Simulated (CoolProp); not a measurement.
Values from CoolProp's reference Helmholtz-energy equation of state, Penoncello 2003.

For CHF3 (R23), give the phase and the speed of sound (m/s) at 362.1 K and 0.395 MPa; 159.4 K and 14 MPa.


- 362.1 K and 0.395 MPa: gas; speed of sound 222
- 159.4 K and 14 MPa: liquid; speed of sound 1050
